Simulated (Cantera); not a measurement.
What does this Cantera script print?

```python
import numpy as np
import cantera as ct

gas = ct.Solution("gri30.yaml")


def delay(T, t_max=10):
    gas.TPX = T, 500000, {'CH4': 1, 'O2': 2.25, 'N2': 8.45, 'CO2': 2}
    reactor = ct.IdealGasReactor(gas, clone=False)
    net = ct.ReactorNet([reactor])
    net.rtol, net.atol = 1e-8, 1e-16
    while net.time < t_max:
        t_old, T_old = net.time, reactor.T
        net.step()
        if reactor.T > T + 400:  # ignition: a rise of 400 K
            return t_old + (T + 400 - T_old) / (reactor.T - T_old) * (net.time - t_old)
    return np.nan


taus = []
for T in [1150, 1200, 1250, 1300, 1350, 1400, 1450, 1500, 1550]:
    taus.append(delay(T))
    print(f"T0 = {T:6g} K   tau = {taus[-1]:.4e} s")
```

Output:

```
T0 =   1150 K   tau = 2.1457e-02 s
T0 =   1200 K   tau = 1.1191e-02 s
T0 =   1250 K   tau = 6.0163e-03 s
T0 =   1300 K   tau = 3.3237e-03 s
T0 =   1350 K   tau = 1.8819e-03 s
T0 =   1400 K   tau = 1.0896e-03 s
T0 =   1450 K   tau = 6.4427e-04 s
T0 =   1500 K   tau = 3.8893e-04 s
T0 =   1550 K   tau = 2.3994e-04 s
```

Detailed kinetics in Cantera: GRI-Mech 3.0 (53 species, 325 reactions).
